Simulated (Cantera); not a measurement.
# Premixed flame

A freely propagating, adiabatic, planar premixed flame of CH₄ : O₂ : N₂ : H₂O = 1 : 2.17 : 8.17 : 0.74 (molar parts), equivalence ratio 0.92, unburnt at 350 K and 0.900 bar; mixture-averaged transport, grid criteria slope 0.08 and curve 0.16, no radiation.

Cantera simulation using GRI-Mech 3.0 (53 species, 325 reactions); the numbers are that mechanism's predictions, not measurements. Burning velocities carry a grid error of a few per cent, more on coarse grids.

| z (mm) | T (K) | u (m/s) | x CH₄ | x O₂ | x H₂O | x CH₂CO | x C₂H₆ | x C₂H |
|---|---|---|---|---|---|---|---|---|
| -1.76 | 350 | 0.359 | 0.0827 | 0.180 | 0.0612 | <1e-8 | <1e-8 | <1e-8 |
| -1.17 | 352 | 0.361 | 0.0825 | 0.179 | 0.0614 | <1e-8 | 1.87e-7 | <1e-8 |
| -0.881 | 359 | 0.369 | 0.0819 | 0.179 | 0.0624 | 3.87e-8 | 1.55e-6 | <1e-8 |
| -0.587 | 424 | 0.438 | 0.0779 | 0.174 | 0.0701 | 8.00e-7 | 2.66e-5 | <1e-8 |
| -0.294 | 844 | 0.881 | 0.0542 | 0.141 | 0.113 | 1.76e-5 | 0.000434 | <1e-8 |
| -0.147 | 1251 | 1.31 | 0.0292 | 0.102 | 0.153 | 5.94e-5 | 0.000674 | <1e-8 |
| 0 | 1623 | 1.71 | 0.00600 | 0.0576 | 0.190 | 6.40e-5 | 7.12e-5 | 3.93e-8 |
| 0.147 | 1765 | 1.85 | 0.000268 | 0.0351 | 0.204 | 5.63e-6 | 1.22e-7 | 1.71e-8 |
| 0.294 | 1817 | 1.90 | 6.21e-6 | 0.0285 | 0.206 | 1.27e-7 | <1e-8 | <1e-8 |
| 0.587 | 1881 | 1.96 | <1e-8 | 0.0244 | 0.209 | <1e-8 | <1e-8 | <1e-8 |
| 1.17 | 1951 | 2.02 | <1e-8 | 0.0213 | 0.213 | <1e-8 | <1e-8 | <1e-8 |
| 2.35 | 2012 | 2.08 | <1e-8 | 0.0186 | 0.218 | <1e-8 | <1e-8 | <1e-8 |
| 4.70 | 2054 | 2.12 | <1e-8 | 0.0167 | 0.222 | <1e-8 | <1e-8 | <1e-8 |
x: mole fraction of selected species; z is measured from the peak of heat release.

```yaml
laminar_burning_velocity: 35.8 cm/s
thermal_thickness: 0.587 mm
peak x(CH₂CO): 8.05e-5
peak x(C₂H₆): 0.000701
peak x(C₂H): 5.41e-8
grid_points: 139
```
